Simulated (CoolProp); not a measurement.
A single-stage vapour-compression cycle with the fluid: evaporating at 272.15 K (dew point), condensing at 328.15 K (bubble point), superheat 2 K, subcooling 5 K, compressor efficiency 0.9, no pressure losses. The same conditions are run with several fluids, on thermodynamics alone (safety and materials aside).

Values from CoolProp's reference Helmholtz-energy equation of state of each fluid (R134a: Tillner-Roth 1994; neopentane: Lemmon 2006; R1132(E): Akasaka 2024; R143a: Lemmon and Jacobsen 2000; carbonyl sulfide: Lemmon 2006; cis-2-butene: Lemmon 2005).

Problem. Rank R134a, neopentane, R1132(E), R143a, carbonyl sulfide, cis-2-butene by cooling COP, highest first.

Solution. cis-2-butene (3.65), carbonyl sulfide (3.42), neopentane (3.38), R134a (3.29), R1132(E) (3.02), R143a (2.87)

```json
[
 {"fluid": "R134a", "pressure ratio": "5.28", "discharge temperature (K)": "339.1", "refrigerating effect (kJ/kg)": "128", "volumetric capacity (kJ/m³)": "1770"},
 {"fluid": "neopentane", "pressure ratio": "5.95", "discharge temperature (K)": "328.1", "refrigerating effect (kJ/kg)": "209", "volumetric capacity (kJ/m³)": "466"},
 {"fluid": "R1132(E)", "pressure ratio": "4.25", "discharge temperature (K)": "354.7", "refrigerating effect (kJ/kg)": "157", "volumetric capacity (kJ/m³)": "4040"},
 {"fluid": "R143a", "pressure ratio": "4.29", "discharge temperature (K)": "341.4", "refrigerating effect (kJ/kg)": "106", "volumetric capacity (kJ/m³)": "2780"},
 {"fluid": "carbonyl sulfide", "pressure ratio": "3.99", "discharge temperature (K)": "376.1", "refrigerating effect (kJ/kg)": "203", "volumetric capacity (kJ/m³)": "3740"},
 {"fluid": "cis-2-butene", "pressure ratio": "6.04", "discharge temperature (K)": "339.9", "refrigerating effect (kJ/kg)": "307", "volumetric capacity (kJ/m³)": "660"}
]
```

The compression ends wet for: neopentane.
